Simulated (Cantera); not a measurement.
An isothermal, constant-pressure homogeneous reactor starts with 9.09 % NH3, 90.9 % H2, at 2225 K and 41.3 Torr.

Cantera simulation using the gas-phase N/H chemistry of the illustrative SiF4/NH3 mechanism in the Surface Chemkin manual (1991); the numbers are that mechanism's predictions, not measurements. Walls and surfaces, which speed up NH3 decomposition in real reactors, are not modelled.

x: mole fraction; the columns are a selection and need not sum to one.

```
t (s)          x NH3   x H2    x N2H4      x N2    x N2H2       x H        x NH
--------  ----------  -----  --------  --------  --------  --------  ----------
9.00e-6       0.0909  0.909    <1e-12    <1e-12  1.74e-12   6.98e-6    2.72e-10
3.75e-5       0.0909  0.909    <1e-12  1.47e-11  3.94e-11   3.01e-5     6.71e-9
0.000157      0.0909  0.909  7.81e-12   5.42e-9  8.93e-10  0.000126     1.28e-7
0.000654      0.0907  0.909  1.32e-10   1.52e-6   2.67e-8  0.000523     2.23e-6
0.00273       0.0896  0.908   1.52e-9  0.000258   6.90e-7   0.00180     2.57e-5
0.0114        0.0805  0.912   1.98e-9   0.00440   1.07e-6   0.00230     3.73e-5
0.0475        0.0503  0.928   1.07e-9    0.0183   6.51e-7   0.00276     3.25e-5
0.198        0.00498  0.949  5.80e-11    0.0392   6.73e-8   0.00664     1.82e-5
0.826        4.94e-6  0.932    <1e-12    0.0411  2.68e-12    0.0266     3.02e-7
3.45         6.08e-7  0.932    <1e-12    0.0411    <1e-12    0.0268     3.79e-8
14.4      (withheld)  0.932    <1e-12    0.0411    <1e-12    0.0268  (withheld)
60.0      (withheld)  0.932    <1e-12    0.0411    <1e-12    0.0268  (withheld)
```

### Question
Some entries are withheld; supply them.

### Answer

- 14.4, x NH3: 1.78e-7
- 14.4, x NH: 1.11e-8
- 60.0, x NH3: 1.44e-7
- 60.0, x NH: 8.99e-9
